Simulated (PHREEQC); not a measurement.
Spent oxide etchant: an equilibrium model

Consider water at 25 °C with 4.3 mmol/kgw NH4HF2, 0.074 mmol/kgw (NH4)2SiF6 and 0.12 mmol/kgw HCl. Closed to the air; pH follows from the charge balance.

Computed with PHREEQC (ion-association model, phreeqc.dat).

```json
{
  "pH": "3.24",
  "ionic_strength": "0.00513 mol/kgw",
  "total_alkalinity": "-4.72 meq/kg"
}
```

| species | molality | activity | log γ |
|---|---|---|---|
| F- | 0.00473 | 0.00437 | -0.034 |
| NH4+ | 0.00445 | 0.00411 | -0.035 |
| HF | 0.00374 | 0.00375 | 0.001 |
| H+ | 0.000612 | 0.000571 | -0.030 |
| Cl- | 0.000120 | 0.000111 | -0.034 |
| SiF6-2 | 7.39e-5 | 5.47e-5 | -0.131 |
| HF2- | 6.78e-5 | 6.28e-5 | -0.033 |
| H4SiO4 | 4.86e-8 | 4.86e-8 | 0.001 |

Precipitation was switched off in this run. Species that the database lacks are ignored. SiF6-2 is the database's only silicon fluoride.
